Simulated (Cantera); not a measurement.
Charge: 1 mol Si3N4, 0.042 mol H2O, 1 mol N2.

Equilibrium computed with Cantera from the NASA thermochemical tables; the gas is ideal and each condensed phase is pure. Candidate condensed phases: H2O, Si, SiO2, Si2N2O, Si3N4; 35 gas species. Mutual solubility and eutectic melting of coexisting phases are not modelled. Rates play no part.

Stable condensed phases, one row left out:

```
T in °C \ P in Pa
            0.10    0.75     5.6      42     320    2400   18000  130000 1000000
   1800        A       A       A       B       B       B       B       C       C
   1775        A       A       A       B       B       B       B       C       C
   1750        A       A       A       B       B       B       B       C       C
   1725        A       A       A       B       B       B       C       C       C
   1675        A       A       B       B       B       B       C       C       C
   1650        A       A       B       B       B       B       C       C       C
   1625        A       A       B       B       B       B       C       C       C
   1600        A       A       B       B       B       B       C       C       C
   1575        A       A       B       B       B       C       C       C       C
   1550        A       A       B       B       B       C       C       C       C
   1525        A       B       B       B       B       C       C       C       C
   1500        A       B       B       B       B       C       C       C       C
   1475        A       B       B       B       B       C       C       C       C
```

A: gas only; B: Si; C: Si2N2O + Si3N4.

Task: Give the row for 1700 °C.

Result: 0.10: gas only; 0.75: gas only; 5.6: gas only; 42: Si; 320: Si; 2400: Si; 18000: Si2N2O + Si3N4; 130000: Si2N2O + Si3N4; 1000000: Si2N2O + Si3N4.
